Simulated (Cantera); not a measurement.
An isothermal, constant-pressure homogeneous reactor starts with CH4 : H2 : H = 0.01 : 1 : 0.0061 (molar parts), at 1650 K and 100.0 Torr. Integrator tolerance rtol = 1e-08.

Model: GRI-Mech 3.0 (53 species, 325 reactions), integrated in Cantera. GRI-Mech 3.0 stops at C3 and has no aromatics, soot or wall deposition, so with more carbon than oxygen in the feed, carbon stays in small species such as C2H2 where larger ones or solid carbon would form.

What does this change do: pressure from 100.0 Torr to 10.00 Torr?


```json
[
 {"quantity": "x(CH4) at 20.0 s", "before": "0.00182 (gas-phase equilibrium 0.00164)", "after": "0.00173 (gas-phase equilibrium 0.000178)"},
 {"quantity": "x(H2) at 20.0 s", "before": "0.994 (gas-phase equilibrium 0.994)", "after": "0.993 (gas-phase equilibrium 0.994)"},
 {"quantity": "x(H) at 20.0 s", "before": "0.000250 (gas-phase equilibrium 0.000250)", "after": "0.000776 (gas-phase equilibrium 0.000790)"},
 {"quantity": "x(C2H) at 20.0 s", "before": "4.32e-9 (gas-phase equilibrium 4.42e-9)", "after": "1.37e-8 (gas-phase equilibrium 1.66e-8)"},
 {"quantity": "x(CH3) at 20.0 s", "before": "9.29e-6 (gas-phase equilibrium 8.35e-6)", "after": "2.74e-5 (gas-phase equilibrium 2.88e-6)"}
]
```
Radical loss at walls, strong at low pressure, is not modelled.
